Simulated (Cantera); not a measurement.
Charge: 1 mol SiH₄, 0.57 mol HCl, 37 mol N₂, equilibrated at 1.00 Torr.

Method: chemical equilibrium by Gibbs-energy minimisation in Cantera with the NASA 1993 tables (ideal gas, pure condensed phases). Candidate condensed phases: NH₄Cl, Si, Si₃N₄; 28 gas species. N₂ is the only nitrogen source here; it is nearly inert below about 1500 K, so the nitride shown seldom forms there in practice. Kinetics and transport are ignored.

Over these rows the condensed part is Si₃N₄(s). Partial pressures as log10 of bar:

```csv
T (K),1000/T (1/K),log p SiCl₂,log p N₂,log p H₂,log p HCl
1098,0.9107,-9.04,-2.90,-4.16,-4.71
1148,0.8711,-8.50,-2.90,-4.16,-4.71
1198,0.8347,-8.00,-2.90,-4.16,-4.71
1248,0.8013,-7.54,-2.90,-4.16,-4.71
1298,0.7704,-7.12,-2.90,-4.16,-4.71
1348,0.7418,?,-2.90,-4.16,-4.72
```

Fit log p(SiCl₂) = a + b·(1000/T) to the five rows, give the apparent enthalpy, and predict the row at 1348 K.

Means: 1000/T = 0.8376, log p = -8.040. Sxy = -0.168600, Sxx = 0.0123078, so b = -13.70 and a = -8.040 − (-13.70)×0.8376 = 3.44.
Apparent enthalpy: −19.145 × (-13.70) = 262 kJ/mol. With the condensed phases at unit activity, 1/3 Si₃N₄(s) + 2 HCl(g) = SiCl₂(g) + 2/3 N₂(g) + H₂(g) links this pressure to the main gases: over the six rows their terms move log p by -0.02 in all, so the slope is close to that reaction's ΔH°. The five rows lie within 0.01 of the line.
Prediction at 1348 K: 3.44 + (-13.70)×0.7418 = -6.72. The computed value is -6.74, 0.02 from the line.
